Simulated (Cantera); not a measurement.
An isothermal plug-flow reactor at 598 K and 4.54 atm (inlet), inlet velocity 2.1 m/s, active area per volume 720 1/m; feed 0.521 % H₂, 1.59 % O₂, 89.5 % N₂, 8.38 % H₂O.

Computed with Cantera and Deutschmann's 1995 Pt surface mechanism with GRI-Mech 3.0 gas chemistry. Catalytic surfaces can have several steady states; this one follows from the mechanism file's or the stated starting coverage. Mass transfer to the wall is taken as infinitely fast.

x: gas mole fraction; θ: surface coverage.

```csv
z (m),x H₂,x O₂,x H₂O,θ free Pt,θ O*,θ OH*
5.5e-05,?,0.0153,0.0851,0.429,0.444,0.121
9.1e-05,?,0.0150,0.0857,0.377,0.497,0.120
0.00015,?,0.0147,0.0864,0.314,0.564,0.117
0.00025,?,0.0143,0.0871,0.243,0.643,0.110
0.00042,?,0.0140,0.0877,0.175,0.723,0.0994
0.0007,?,0.0138,0.0882,0.118,0.794,0.0859
0.0012,?,0.0136,0.0886,0.0748,0.853,0.0709
0.002,?,0.0135,0.0889,0.0469,0.895,0.0575
0.0033,?,0.0134,0.0890,0.0291,0.924,0.0461
0.0055,?,0.0134,0.0891,0.0177,0.946,0.0364
```

Q: Some entries are withheld; supply them.

A: 
- 5.5e-05, x H₂: 0.00399
- 9.1e-05, x H₂: 0.00345
- 0.00015, x H₂: 0.00281
- 0.00025, x H₂: 0.00213
- 0.00042, x H₂: 0.00149
- 0.0007, x H₂: 0.000997
- 0.0012, x H₂: 0.000621
- 0.002, x H₂: 0.000386
- 0.0033, x H₂: 0.000238
- 0.0055, x H₂: 0.000144
